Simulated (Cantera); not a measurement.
An isothermal, constant-pressure homogeneous reactor starts with CH4 : H2 : H = 0.024 : 1 : 0.041 (molar parts), at 1550 K and 233 Torr. Integrator tolerance rtol = 1e-08.

Model: GRI-Mech 3.0 (53 species, 325 reactions), integrated in Cantera. GRI-Mech 3.0 stops at C3 and has no aromatics, soot or wall deposition, so with more carbon than oxygen in the feed, carbon stays in small species such as C2H2 where larger ones or solid carbon would form.

Problem. What does this change do: CH4 0.024 to 0.051 parts?

Solution. 
| quantity | before | after |
|---|---|---|
| x(CH4) at 7.00 s | 0.0130 (gas-phase equilibrium 0.0112) | 0.0197 (gas-phase equilibrium 0.0174) |
| x(H2) at 7.00 s | 0.982 (gas-phase equilibrium 0.983) | 0.967 (gas-phase equilibrium 0.968) |
| x(H) at 7.00 s | 5.59e-5 (gas-phase equilibrium 5.65e-5) | 5.54e-5 (gas-phase equilibrium 5.60e-5) |
| x(CH3) at 7.00 s | 1.49e-5 (gas-phase equilibrium 1.31e-5) | 2.28e-5 (gas-phase equilibrium 2.04e-5) |
| x(CH2) at 7.00 s | 7.47e-10 (gas-phase equilibrium 6.61e-10) | 1.15e-9 (gas-phase equilibrium 1.04e-9) |
